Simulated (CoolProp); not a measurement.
Properties of octamethyltrisiloxane (MDM) along the isobar 0.978 MPa (Tc = 292.2 °C, pc = 1.438 MPa, ω = 0.528).

Computed with CoolProp (reference Helmholtz-energy equation of state, Thol 2017).

```json
[
 {"T (°C)": "-74.45", "phase": "liquid", "density (kg/m³)": "913.6", "cp (kJ/(kg K))": "1.636", "speed of sound (m/s)": "1280", "Joule-Thomson coefficient (K/MPa)": "-0.5270", "fugacity coefficient": "1.145e-8"},
 {"T (°C)": "-64.25", "phase": "liquid", "density (kg/m³)": "903.7", "cp (kJ/(kg K))": "1.641", "speed of sound (m/s)": "1242", "Joule-Thomson coefficient (K/MPa)": "-0.5227", "fugacity coefficient": "6.242e-8"},
 {"T (°C)": "-53.95", "phase": "liquid", "density (kg/m³)": "893.7", "cp (kJ/(kg K))": "1.649", "speed of sound (m/s)": "1204", "Joule-Thomson coefficient (K/MPa)": "-0.5170", "fugacity coefficient": "2.865e-7"},
 {"T (°C)": "-43.75", "phase": "liquid", "density (kg/m³)": "883.8", "cp (kJ/(kg K))": "1.660", "speed of sound (m/s)": "1166", "Joule-Thomson coefficient (K/MPa)": "-0.5103", "fugacity coefficient": "1.103e-6"},
 {"T (°C)": "-33.45", "phase": "liquid", "density (kg/m³)": "873.8", "cp (kJ/(kg K))": "1.673", "speed of sound (m/s)": "1129", "Joule-Thomson coefficient (K/MPa)": "-0.5023", "fugacity coefficient": "3.746e-6"},
 {"T (°C)": "-23.25", "phase": "liquid", "density (kg/m³)": "863.9", "cp (kJ/(kg K))": "1.688", "speed of sound (m/s)": "1092", "Joule-Thomson coefficient (K/MPa)": "-0.4933", "fugacity coefficient": "1.114e-5"},
 {"T (°C)": "-13.05", "phase": "liquid", "density (kg/m³)": "854.0", "cp (kJ/(kg K))": "1.705", "speed of sound (m/s)": "1056", "Joule-Thomson coefficient (K/MPa)": "-0.4833", "fugacity coefficient": "2.987e-5"},
 {"T (°C)": "-2.75", "phase": "liquid", "density (kg/m³)": "844.0", "cp (kJ/(kg K))": "1.723", "speed of sound (m/s)": "1020", "Joule-Thomson coefficient (K/MPa)": "-0.4723", "fugacity coefficient": "7.367e-5"}
]
```
